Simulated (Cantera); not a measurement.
Thermodynamics of carbothermic reduction, feed SiO₂ + CH₄ + N₂

Charge: 1 mol SiO₂, 2 mol CH₄, 0.45 mol N₂, equilibrated at 1100 Pa.

Method: chemical equilibrium by Gibbs-energy minimisation in Cantera with the NASA 1993 tables (ideal gas, pure condensed phases). Candidate condensed phases: C, C₆H₆, C₇H₈, C₈H₁₈, H₂O, Si, SiC, SiO₂, Si₂N₂O, Si₃N₄; 151 gas species. The tables' values for SiN are old estimates; treat these amounts as uncertain. Gases not in the tables: Si₂H₆ and higher silanes. Rates play no part.

From 1825 K to 2125 K the condensed part is SiC(s). The main Si-bearing gas is SiO throughout. The share of Si in condensed phases is highest at 1825 K (49.9 %) and lowest at 2125 K (46.9 %).

```csv
T (K),log p H₂,log p CO,log p SiO,log p N₂,log p H,log p Si,log p HCN,log p Si₂C,n SiC(s)
1825,-2.17,-2.59,-3.07,-3.12,-4.44,-6.04,-5.68,-7.95,0.499
1875,-2.17,-2.59,-3.07,-3.12,-4.27,-5.67,-5.55,-7.48,0.498
1925,-2.17,-2.59,-3.07,-3.12,-4.10,-5.33,-5.42,-7.04,0.497
1975,-2.17,-2.59,-3.07,-3.12,-3.95,-5.00,-5.31,-6.61,0.495
2025,-2.18,-2.59,-3.08,-3.12,-3.80,-4.69,-5.20,-6.21,0.491
2075,-2.18,-2.60,-3.08,-3.12,-3.66,-4.40,-5.09,-5.83,0.483
2125,-2.19,-2.59,-3.10,-3.13,-3.53,-4.13,-4.99,-5.47,0.469
```
log p: log10 of the partial pressure in bar; n: condensed amount in mol.
